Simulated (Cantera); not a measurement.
An isothermal, constant-pressure homogeneous reactor starts with CO : O₂ : H₂O : N₂ = 0.0012 : 0.03 : 0.0071 : 1 (molar parts), equivalence ratio 0.020, at 1423 K and 1.01 bar. Integrator tolerance rtol = 1e-08.

Detailed kinetics in Cantera: GRI-Mech 3.0 (53 species, 325 reactions).

Task: What does this change do: 0.015 parts H2 added?

Result: 
```json
[
 {"quantity": "x(CO) at 30.0 s", "before": "9.95e-9 (gas-phase equilibrium 9.98e-9)", "after": "1.15e-8 (gas-phase equilibrium 1.15e-8)"},
 {"quantity": "x(O₂) at 30.0 s", "before": "0.0283 (gas-phase equilibrium 0.0282)", "after": "0.0209 (gas-phase equilibrium 0.0208)"},
 {"quantity": "x(H₂O) at 30.0 s", "before": "0.00684 (gas-phase equilibrium 0.00684)", "after": "0.0211 (gas-phase equilibrium 0.0211)"},
 {"quantity": "x(OH) at 30.0 s", "before": "6.12e-6 (gas-phase equilibrium 6.11e-6)", "after": "9.97e-6 (gas-phase equilibrium 9.95e-6)"},
 {"quantity": "x(NO) at 30.0 s", "before": "1.44e-7 (gas-phase equilibrium 0.000335)", "after": "3.16e-6 (gas-phase equilibrium 0.000287)"}
]
```

Task: What does this change do: pressure from 1.01 bar to 0.110 bar?

Result: 
```
quantity                                            before                                     after
----------------  ----------------------------------------  ----------------------------------------
x(CO) at 30.0 s    9.95e-9 (gas-phase equilibrium 9.98e-9)   3.02e-8 (gas-phase equilibrium 3.03e-8)
x(O₂) at 30.0 s      0.0283 (gas-phase equilibrium 0.0282)     0.0283 (gas-phase equilibrium 0.0282)
x(H₂O) at 30.0 s   0.00684 (gas-phase equilibrium 0.00684)   0.00684 (gas-phase equilibrium 0.00684)
x(OH) at 30.0 s    6.12e-6 (gas-phase equilibrium 6.11e-6)   1.07e-5 (gas-phase equilibrium 1.06e-5)
x(NO) at 30.0 s   1.44e-7 (gas-phase equilibrium 0.000335)  1.82e-7 (gas-phase equilibrium 0.000335)
```

Task: What does this change do: pressure from 1.01 bar to 0.133 bar?

Result: 
```tsv
quantity	before	after
x(CO) at 30.0 s	9.95e-9 (gas-phase equilibrium 9.98e-9)	2.74e-8 (gas-phase equilibrium 2.75e-8)
x(O₂) at 30.0 s	0.0283 (gas-phase equilibrium 0.0282)	0.0283 (gas-phase equilibrium 0.0282)
x(H₂O) at 30.0 s	0.00684 (gas-phase equilibrium 0.00684)	0.00684 (gas-phase equilibrium 0.00684)
x(OH) at 30.0 s	6.12e-6 (gas-phase equilibrium 6.11e-6)	1.02e-5 (gas-phase equilibrium 1.01e-5)
x(NO) at 30.0 s	1.44e-7 (gas-phase equilibrium 0.000335)	1.76e-7 (gas-phase equilibrium 0.000335)
```
